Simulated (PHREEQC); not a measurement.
A PHREEQC speciation (ion-association model, phreeqc.dat) at 41 °C gives pH 3.99 and these molalities:

```csv
species,mol/kgw
CuSO4,0.164
Cu+2,0.135
SO4-2,0.135
Cl-,0.00535
Na+,0.00505
CuCl+,0.000962
NaSO4-,0.000748
HSO4-,0.000511
H+,0.000136
Cu2(OH)2+2,6.58e-5
CuOH+,4.82e-6
CuCl2,1.16e-6
Cu(OH)2,5.46e-8
```

What are the element totals, and what could have been dissolved in 1 kg of water to give them?

Several could match; the one computed here: totals Cl 0.00631, Cu(2) 0.300, Na 0.00580, S(6) 0.300 mol/kgw, from 0.3 mol CuSO4, 0.00051 mol HCl and 0.0058 mol NaCl per kg of water.

No solid was allowed to form. Species that the database lacks are ignored. Constants without temperature data keep their 25 °C values here.
